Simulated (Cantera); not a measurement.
PbO + CO + H₂ (iron carbonyl, mercury and lead vapours)

Feed: 1 mol PbO, 0.13 mol CO, 20 mol H₂, equilibrated at 1330 Pa.

These are equilibrium values from Cantera (NASA tables, ideal gas, pure condensed phases), not measurements of a reactor. Candidate condensed phases: C, C₆H₆, C₇H₈, C₈H₁₈, H₂O, Pb, PbO, PbO₂, Pb₃O₄; 113 gas species. The numbers say what is thermodynamically allowed, not how fast it happens.

| T (K) | x H₂ | x H₂O | x Pb | x CO | x CO₂ | n Pb(l) |
|---|---|---|---|---|---|---|
| 973 | 0.944 | 0.0491 | 0.000656 | 0.00595 | 0.000500 | 0.987 |
| 1073 | 0.939 | 0.0491 | 0.00548 | 0.00608 | 0.000344 | 0.889 |
| 1173 | 0.914 | 0.0479 | 0.0316 | 0.00601 | 0.000247 | 0.342 |
| 1273 | 0.899 | 0.0471 | 0.0473 | 0.00596 | 0.000189 | 0 |
| 1373 | 0.899 | 0.0472 | 0.0473 | 0.00600 | 0.000153 | 0 |
| 1473 | 0.899 | 0.0472 | 0.0473 | 0.00602 | 0.000128 | 0 |
| 1573 | 0.899 | 0.0472 | 0.0473 | 0.00604 | 0.000110 | 0 |
x: gas mole fraction; n: condensed amount in mol.

From 973 K to 1173 K the condensed part is Pb(l). From 1273 K to 1573 K nothing is condensed. The main Pb-bearing gas is Pb throughout.
